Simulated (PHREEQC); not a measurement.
## Alkaline etch or developer: speciation

Dissolve 0.011 mol/kgw LiOH, 0.0032 mol/kgw CO2, 0.038 mol/kgw Na2CO3 and 0.00044 mol/kgw KOH at 20 °C. Closed to the air; pH follows from the charge balance.

Model: ion-association model, phreeqc.dat, run in PHREEQC.

Precipitation was switched off in this run.

Task: Predict the pH, ionic strength, specific conductance.

Result: pH 11.79; ionic strength 0.106 mol/kgw; specific conductance 6380 µS/cm.

Task: In which forms is C present?

Result: CO3-2 73 %, NaCO3- 26 %, HCO3- 1.3 % of the C.
